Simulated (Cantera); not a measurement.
Input (Python, Cantera):

```python
import numpy as np
import cantera as ct

gas = ct.Solution("gri30.yaml")
gas.TPX = 1475, 730000, {'CH4': 1, 'CO': 1.3, 'O2': 3.19, 'N2': 12, 'CO2': 4.1}
reactor = ct.IdealGasReactor(gas, energy="on", clone=False)
net = ct.ReactorNet([reactor])
net.rtol, net.atol = 1e-08, 1e-16
show = ['CH4', 'CO', 'O2', 'CO2', 'NO', 'C2H4', 'H2O2']
times = np.geomspace(3e-06, 3, 15)

steps = ct.SolutionArray(gas, extra=["t"])
rows = []
print(f"{'t/s':>10s}{'T/K':>9s}{'P/Pa':>11s}" + "".join(f"{s:>11s}" for s in show))
for t in times:
    while net.time < t:
        t_next = net.step()
        steps.append(gas.state, t=t_next)
    rows.append([np.interp(t, steps.t, y) for y in (steps.T, steps.P, *steps(*show).X.T)])
    print(f"{t:10.3e}{rows[-1][0]:9.1f}{rows[-1][1]:11.4g}" + "".join(f"{x:11.3e}" for x in rows[-1][2:]))
rate = np.gradient(steps.T, steps.t)
print("integrator steps:", len(steps.t))
if steps.T.max() > steps.T[0] + 200:
    print(f"time of steepest temperature rise: {steps.t[rate.argmax()]:.4e} s")
gas.TPX = 1475, 730000, {'CH4': 1, 'CO': 1.3, 'O2': 3.19, 'N2': 12, 'CO2': 4.1}
gas.equilibrate("UV")
print(f"equilibrium (UV): T = {gas.T:.1f} K  " + "  ".join(f"{s} {gas[s].X[0]:.3e}" for s in show))
```

Output:

```
       t/s      T/K       P/Pa        CH4         CO         O2        CO2         NO       C2H4       H2O2
 3.000e-06   1475.0    7.3e+05  4.632e-02  6.021e-02  1.478e-01  1.899e-01  2.253e-15  4.100e-11  5.771e-09
 8.048e-06   1475.0    7.3e+05  4.631e-02  6.021e-02  1.478e-01  1.899e-01  7.466e-15  1.281e-09  1.479e-08
 2.159e-05   1475.0    7.3e+05  4.629e-02  6.021e-02  1.477e-01  1.899e-01  3.081e-14  4.170e-08  2.386e-08
 5.792e-05   1475.5  7.302e+05  4.618e-02  6.019e-02  1.477e-01  1.899e-01  1.865e-13  1.313e-06  4.956e-08
 1.554e-04   1479.8  7.323e+05  4.544e-02  6.013e-02  1.472e-01  1.901e-01  1.354e-12  2.363e-05  1.885e-07
 4.168e-04   2621.0   1.29e+06  4.426e-16  3.993e-02  4.297e-02  2.581e-01  1.380e-04  8.499e-24  6.026e-07
 1.118e-03   2670.1  1.308e+06  3.933e-16  3.295e-02  3.705e-02  2.664e-01  5.754e-03  4.576e-24  6.072e-07
 3.000e-03   2662.8  1.305e+06  3.975e-16  3.281e-02  3.503e-02  2.666e-01  9.871e-03  4.524e-24  5.823e-07
 8.048e-03   2662.0  1.304e+06  3.980e-16  3.279e-02  3.481e-02  2.667e-01  1.031e-02  4.519e-24  5.797e-07
 2.159e-02   2662.0  1.304e+06  3.980e-16  3.279e-02  3.481e-02  2.667e-01  1.031e-02  4.519e-24  5.797e-07
 5.792e-02   2662.0  1.304e+06  3.980e-16  3.279e-02  3.481e-02  2.667e-01  1.031e-02  4.519e-24  5.797e-07
 1.554e-01   2662.0  1.304e+06  3.980e-16  3.279e-02  3.481e-02  2.667e-01  1.031e-02  4.519e-24  5.797e-07
 4.168e-01   2662.0  1.304e+06  3.980e-16  3.279e-02  3.481e-02  2.667e-01  1.031e-02  4.519e-24  5.797e-07
 1.118e+00   2662.0  1.304e+06  3.980e-16  3.279e-02  3.481e-02  2.667e-01  1.031e-02  4.519e-24  5.797e-07
 3.000e+00   2662.0  1.304e+06  3.980e-16  3.279e-02  3.481e-02  2.667e-01  1.031e-02  4.519e-24  5.797e-07
integrator steps: 1991
time of steepest temperature rise: 4.0020e-04 s
equilibrium (UV): T = 2662.0 K  CH4 5.349e-16  CO 3.279e-02  O2 3.481e-02  CO2 2.667e-01  NO 1.031e-02  C2H4 5.189e-24  H2O2 5.797e-07
```

Detailed kinetics in Cantera: GRI-Mech 3.0 (53 species, 325 reactions).
